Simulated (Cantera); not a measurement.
Input (Python, Cantera):

```python
import numpy as np
import cantera as ct

gas = ct.Solution("gri30.yaml")
gas.TPX = 1200, 13332, {'N2O': 1, 'H2O': 0.078}
reactor = ct.IdealGasConstPressureReactor(gas, energy="off", clone=False)
net = ct.ReactorNet([reactor])
net.rtol, net.atol = 1e-08, 1e-18
show = ['N2O', 'H2O', 'H2O2', 'OH', 'NO']
times = np.geomspace(0.0007, 100, 13)

steps = ct.SolutionArray(gas, extra=["t"])
rows = []
print(f"{'t/s':>10s}{'T/K':>9s}{'P/Pa':>11s}" + "".join(f"{s:>11s}" for s in show))
for t in times:
    while net.time < t:
        t_next = net.step()
        steps.append(gas.state, t=t_next)
    rows.append([np.interp(t, steps.t, y) for y in (steps.T, steps.P, *steps(*show).X.T)])
    print(f"{t:10.3e}{rows[-1][0]:9.1f}{rows[-1][1]:11.4g}" + "".join(f"{x:11.3e}" for x in rows[-1][2:]))
rate = np.gradient(steps.T, steps.t)
print("integrator steps:", len(steps.t))
if steps.T.max() > steps.T[0] + 200:
    print(f"time of steepest temperature rise: {steps.t[rate.argmax()]:.4e} s")
gas.TPX = 1200, 13332, {'N2O': 1, 'H2O': 0.078}
gas.equilibrate("TP")
print(f"equilibrium (TP): T = {gas.T:.1f} K  " + "  ".join(f"{s} {gas[s].X[0]:.3e}" for s in show))
```

Result:

```
       t/s      T/K       P/Pa        N2O        H2O       H2O2         OH         NO
 7.000e-04   1200.0  1.333e+04  9.275e-01  7.235e-02  3.970e-10  4.253e-06  6.559e-06
 1.882e-03   1200.0  1.333e+04  9.274e-01  7.234e-02  1.396e-08  9.361e-06  1.828e-05
 5.061e-03   1200.0  1.333e+04  9.269e-01  7.233e-02  1.519e-07  1.369e-05  4.797e-05
 1.361e-02   1200.0  1.333e+04  9.256e-01  7.229e-02  1.569e-07  1.610e-05  1.187e-04
 3.659e-02   1200.0  1.333e+04  9.221e-01  7.221e-02  9.647e-08  1.863e-05  2.891e-04
 9.840e-02   1200.0  1.333e+04  9.127e-01  7.198e-02  5.744e-08  2.107e-05  7.321e-04
 2.646e-01   1200.0  1.333e+04  8.885e-01  7.139e-02  2.994e-08  2.391e-05  1.982e-03
 7.114e-01   1200.0  1.333e+04  8.279e-01  6.989e-02  1.587e-08  2.685e-05  5.322e-03
 1.913e+00   1200.0  1.333e+04  6.913e-01  6.652e-02  1.123e-08  2.842e-05  1.297e-02
 5.144e+00   1200.0  1.333e+04  4.466e-01  6.047e-02  9.348e-09  2.773e-05  2.650e-02
 1.383e+01   1200.0  1.333e+04  1.667e-01  5.354e-02  7.290e-09  2.457e-05  4.124e-02
 3.719e+01   1200.0  1.333e+04  2.219e-02  4.997e-02  3.335e-09  1.588e-05  4.716e-02
 1.000e+02   1200.0  1.333e+04  5.358e-04  4.945e-02  3.426e-10  4.669e-06  4.712e-02
integrator steps: 1773
equilibrium (TP): T = 1200.0 K  N2O 4.967e-09  H2O 4.943e-02  H2O2 2.433e-10  OH 3.872e-06  NO 2.165e-04
```

Detailed kinetics in Cantera: GRI-Mech 3.0 (53 species, 325 reactions). GRI-Mech 3.0 was tuned for natural gas; its chemistry of N2O as a main component is partial and can be far from experiment. The mechanism lacks the step 2 NO + O2 → 2 NO2, which can matter for NO2 below about 1400 K. The temperature is held fixed by assumption; the heat of reaction is taken as removed at once.
